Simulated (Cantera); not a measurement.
Input: 1 mol N₂O, 0.61 mol H₂, 1.4 mol O₂, at 44.0 mbar.

These are equilibrium values from Cantera (NASA tables, ideal gas, pure condensed phases), not measurements of a reactor. Candidate condensed phases: H₂O; 24 gas species. The numbers say what is thermodynamically allowed, not how fast it happens.

x: gas mole fraction; nothing condenses.

```tsv
T (K)	x O₂	x N₂	x H₂O	x OH	x NO
1475	0.497	0.311	0.190	0.000234	…
1575	0.497	0.311	0.190	0.000544	…
1675	0.496	0.311	0.190	0.00114	…
1775	0.495	0.310	0.189	0.00220	…
1875	0.493	0.309	0.188	0.00395	…
1975	0.490	0.308	0.186	0.00666	…
2075	0.486	0.306	0.183	0.0106	…
```

**Question.** Fill in the missing entries.

**Answer.** 
- 1475, x NO: 0.00105
- 1575, x NO: 0.00168
- 1675, x NO: 0.00254
- 1775, x NO: 0.00367
- 1875, x NO: 0.00509
- 1975, x NO: 0.00682
- 2075, x NO: 0.00886
